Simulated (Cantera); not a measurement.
# Hydrocarbon pyrolysis for carbon deposition

An isothermal, constant-pressure homogeneous reactor starts with CH₄ : H₂ = 1 : 2 (molar parts), at 1648 K and 11.3 Torr.

Cantera simulation using GRI-Mech 3.0 (53 species, 325 reactions); the numbers are that mechanism's predictions, not measurements. GRI-Mech 3.0 stops at C3 and has no aromatics, soot or wall deposition, so with more carbon than oxygen in the feed, carbon stays in small species such as C2H2 where larger ones or solid carbon would form. Radical loss at walls, strong at low pressure, is not modelled.

| t (s) | x CH₄ | x H₂ | x C₂H₂ | x CH₃ | x C₂H | x CH₂ |
|---|---|---|---|---|---|---|
| 0.000500 | 0.333 | 0.667 | 2.78e-11 | 4.78e-5 | <1e-12 | 2.98e-10 |
| 0.000998 | 0.333 | 0.667 | 5.11e-10 | 9.55e-5 | <1e-12 | 1.24e-9 |
| 0.00199 | 0.333 | 0.667 | 9.46e-9 | 0.000190 | <1e-12 | 4.98e-9 |
| 0.00398 | 0.333 | 0.667 | 1.85e-7 | 0.000378 | <1e-12 | 1.93e-8 |
| 0.00794 | 0.332 | 0.667 | 3.90e-6 | 0.000746 | 1.88e-12 | 7.16e-8 |
| 0.0158 | 0.330 | 0.668 | 8.62e-5 | 0.00144 | 8.10e-11 | 2.43e-7 |
| 0.0316 | 0.320 | 0.673 | 0.00152 | 0.00236 | 2.42e-9 | 5.98e-7 |
| 0.0631 | 0.290 | 0.691 | 0.0109 | 0.00254 | 2.07e-8 | 7.36e-7 |
| 0.126 | 0.241 | 0.723 | 0.0306 | 0.00217 | 5.97e-8 | 6.60e-7 |
| 0.251 | 0.178 | 0.762 | 0.0555 | 0.00169 | 1.13e-7 | 5.57e-7 |
| 0.502 | 0.115 | 0.802 | 0.0804 | 0.00118 | 1.77e-7 | 4.43e-7 |
| 1.00 | 0.0637 | 0.834 | 0.100 | 0.000731 | 2.46e-7 | 3.29e-7 |
| 2.00 | 0.0305 | 0.855 | 0.113 | 0.000399 | 3.15e-7 | 2.21e-7 |
x: mole fraction; the columns are a selection and need not sum to one.

Equilibrium at this temperature and pressure: CH₄ 0.000859, H₂ 0.874, C₂H₂ 0.125, CH₃ 1.37e-5, C₂H 4.21e-7, CH₂ 1.05e-8 (gas phase only).
